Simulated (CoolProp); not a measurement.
A closed Brayton cycle with nitrogen: compressor inlet 328.15 K and 6.8 MPa, high pressure 12.4 MPa, turbine inlet 775 K, compressor efficiency 0.8, turbine efficiency 0.93, recuperator effectiveness 0.8 (on enthalpy, no pinch check). Each further row changes one setting.

The numbers come from the reference Helmholtz-energy equation of state, Span 2000 in CoolProp.

```csv
case,thermal efficiency (%),net work (kJ/kg),compressor to turbine work,compressor exit (K),turbine exit (K)
as stated,22.4,41.2,0.67,405.6,667.0
turbine inlet 725 K,20.0,33.3,0.71,405.6,622.8
compressor inlet 338.15 K,21.3,38.5,0.69,418.0,667.0
high pressure 10.5 MPa,20.5,33.2,0.63,382.8,695.4
recuperator effectiveness 0.5,15.3,41.2,0.67,405.6,667.0
```
